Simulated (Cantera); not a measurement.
An isothermal, constant-pressure homogeneous reactor starts with 7.48 % H2, 7.71 % O2, 84.8 % N2, at 925 K and 0.336 atm.

Computed with Cantera and GRI-Mech 3.0 (53 species, 325 reactions). Below about 950 K walls govern HO2 and H2O2 in real vessels. The temperature is held fixed by assumption; the heat of reaction is taken as removed at once.

One state of this run: x H2 = 0.00159; x O2 = 0.0420; x H2O2 = 1.32e-5; x NO = 1.02e-7; x N2O = 1.09e-8; x H = 3.15e-7; x H2O = 0.0760. x: mole fraction; the columns are a selection and need not sum to one.

Q: Which value of t (s) does it belong to?
A. 0.0922
B. 0.000130
C. 0.601
D. 1.53

A: A, 0.0922
